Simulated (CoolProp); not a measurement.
Vapour-liquid equilibrium of CHF3 (R23) (1) + R227EA (2) at 0.00691 MPa; x and y are mole fractions of (1).

Computed with CoolProp (multi-fluid Helmholtz-energy mixture model, Penoncello 2003 and Lemmon 2016; pair parameters Bell 2016).

| x | bubble temperature (°C) | y at the bubble point | dew temperature at overall composition x (°C) | liquid density (mol/L) |
|---|---|---|---|---|
| 0.05 | -84.0 | 0.799 | -65.3 | 10.63 |
| 0.125 | -97.1 | 0.949 | -66.4 | 11.34 |
| 0.2 | -103.6 | 0.978 | -67.6 | 11.99 |
| 0.275 | -107.6 | 0.988 | -68.9 | 12.65 |
| 0.35 | -110.3 | 0.992 | -70.3 | 13.33 |
| 0.425 | -112.1 | 0.994 | -71.9 | 14.05 |
| 0.5 | -113.4 | 0.996 | -73.6 | 14.83 |
| 0.575 | -114.4 | 0.996 | -75.6 | 15.67 |
| 0.65 | -115.2 | 0.997 | -77.8 | 16.60 |
| 0.725 | -115.8 | 0.998 | -80.6 | 17.62 |
| 0.8 | -116.5 | 0.998 | -84.0 | 18.75 |
| 0.875 | -117.1 | 0.999 | -88.8 | 20.02 |
| 0.95 | -117.8 | 0.999 | -97.2 | 21.46 |

No azeotrope shows between x = 0.05 and 0.95.

The pair parameters rest on a limited set of measurements; away from them the model extrapolates.
